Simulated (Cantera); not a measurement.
A freely propagating, adiabatic, planar premixed flame of CO : H₂ : O₂ : N₂ = 1 : 0.28 : 0.492 : 1.85 (molar parts), equivalence ratio 1.3, unburnt at 675 K and 750 Torr; multicomponent+Soret transport, grid criteria slope 0.08 and curve 0.16, no radiation.

Model: GRI-Mech 3.0 (53 species, 325 reactions), integrated in Cantera. Burning velocities carry a grid error of a few per cent, more on coarse grids.

x: mole fraction of selected species; z is measured from the peak of heat release.

```csv
z (mm),T (K),u (m/s),x CO,x H₂,x O₂,x O,x HO₂,x OH
-2.18,675,3.82,0.276,0.0773,0.136,<1e-8,<1e-8,<1e-8
-1.46,675,3.82,0.276,0.0773,0.136,<1e-8,<1e-8,<1e-8
-1.09,675,3.82,0.276,0.0773,0.136,<1e-8,<1e-8,<1e-8
-0.728,675,3.82,0.276,0.0772,0.136,<1e-8,___,<1e-8
-0.364,678,3.83,0.277,0.0742,0.136,2.00e-6,___,2.70e-6
-0.182,798,4.45,0.275,0.0610,0.133,0.000203,___,0.000302
0,1221,6.70,0.247,0.0274,0.0999,0.00652,___,0.00232
0.182,1560,8.40,0.194,0.0103,0.0558,0.0172,___,0.00573
0.364,1734,9.18,0.163,0.0106,0.0398,0.0181,___,0.00776
0.728,1907,9.95,0.146,0.0115,0.0316,0.0155,___,0.00951
1.46,2072,10.7,0.141,0.0107,0.0275,0.0115,___,0.0104
2.91,2227,11.4,0.134,0.00946,0.0228,0.00776,___,0.0103
5.82,2365,11.9,0.125,0.00819,0.0176,0.00488,___,0.00945
```

Task: Some entries are withheld; supply them.

Result: 
- -0.728, x HO₂: 1.07e-7
- -0.364, x HO₂: 8.43e-5
- -0.182, x HO₂: 0.000163
- 0, x HO₂: 5.61e-5
- 0.182, x HO₂: 2.05e-5
- 0.364, x HO₂: 1.15e-5
- 0.728, x HO₂: 7.17e-6
- 1.46, x HO₂: 4.79e-6
- 2.91, x HO₂: 3.04e-6
- 5.82, x HO₂: 2.02e-6
